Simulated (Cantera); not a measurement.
Hydrocarbon pyrolysis for carbon deposition

An isothermal, constant-pressure homogeneous reactor starts with C₂H₄ : H₂ = 1 : 1 (molar parts), at 1400 K and 13300 Pa.

Cantera simulation using GRI-Mech 3.0 (53 species, 325 reactions); the numbers are that mechanism's predictions, not measurements. GRI-Mech 3.0 was tuned for natural gas; its chemistry of ethylene as a main component is partial and can be far from experiment. GRI-Mech 3.0 stops at C3 and has no aromatics, soot or wall deposition, so with more carbon than oxygen in the feed, carbon stays in small species such as C2H2 where larger ones or solid carbon would form.

| t (s) | x C₂H₄ | x H₂ | x CH₄ | x H | x CH₂ | x C₂H₆ | x C₂H |
|---|---|---|---|---|---|---|---|
| 0.000800 | 0.500 | 0.500 | 4.55e-9 | 9.28e-8 | 4.16e-12 | 1.71e-7 | <1e-12 |
| 0.00174 | 0.499 | 0.500 | 4.71e-8 | 2.10e-7 | 9.55e-12 | 8.05e-7 | <1e-12 |
| 0.00380 | 0.498 | 0.501 | 5.06e-7 | 5.37e-7 | 2.45e-11 | 3.99e-6 | 1.65e-12 |
| 0.00828 | 0.493 | 0.502 | 6.60e-6 | 2.01e-6 | 9.10e-11 | 2.44e-5 | 1.73e-11 |
| 0.0180 | 0.469 | 0.510 | 0.000130 | 8.84e-6 | 3.82e-10 | 0.000171 | 3.41e-10 |
| 0.0393 | 0.377 | 0.540 | 0.00116 | 1.54e-5 | 5.28e-10 | 0.000346 | 2.26e-9 |
| 0.0857 | 0.225 | 0.589 | 0.00340 | 1.76e-5 | 3.63e-10 | 0.000246 | 5.29e-9 |
| 0.187 | 0.0871 | 0.633 | 0.00595 | 1.89e-5 | 1.99e-10 | 0.000103 | 7.95e-9 |
| 0.407 | 0.0288 | 0.650 | 0.00797 | 1.90e-5 | 1.36e-10 | 3.43e-5 | 8.84e-9 |
| 0.887 | 0.0223 | 0.650 | 0.0104 | 1.86e-5 | 1.51e-10 | 2.63e-5 | 8.75e-9 |
| 1.93 | 0.0221 | 0.646 | 0.0154 | 1.79e-5 | 1.95e-10 | 2.60e-5 | 8.47e-9 |
| 4.21 | 0.0218 | 0.639 | 0.0249 | 1.66e-5 | 2.63e-10 | 2.59e-5 | 7.91e-9 |
| 9.18 | 0.0212 | 0.625 | 0.0411 | 1.45e-5 | 3.33e-10 | 2.62e-5 | 7.03e-9 |
| 20.0 | 0.0205 | 0.608 | 0.0624 | 1.23e-5 | 3.75e-10 | 2.75e-5 | 6.07e-9 |
x: mole fraction; the columns are a selection and need not sum to one.

Equilibrium at this temperature and pressure: C₂H₄ 0.0196, H₂ 0.586, CH₄ 0.0889, H 1.03e-5, CH₂ 3.94e-10, C₂H₆ 3.00e-5, C₂H 5.18e-9 (gas phase only).
